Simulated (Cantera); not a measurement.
An isothermal, constant-pressure homogeneous reactor starts with C2H6 : N2 = 1 : 9.3 (molar parts), at 1300 K and 14.3 Torr.

Model: GRI-Mech 3.0 (53 species, 325 reactions), integrated in Cantera. GRI-Mech 3.0 stops at C3 and has no aromatics, soot or wall deposition, so with more carbon than oxygen in the feed, carbon stays in small species such as C2H2 where larger ones or solid carbon would form. Radical loss at walls, strong at low pressure, is not modelled.

Question: Predict: x(C2H6) at 3.00 s; x(HCN) at 3.00 s; x(C2H4) at 3.00 s.

Answer: 
```json
{
  "x(C2H6) at 3.00 s": "2.19e-6 (gas-phase equilibrium 5.71e-8)",
  "x(HCN) at 3.00 s": "1.19e-8 (gas-phase equilibrium 0.0719)",
  "x(C2H4) at 3.00 s": "0.0202 (gas-phase equilibrium 0.000376)"
}
```
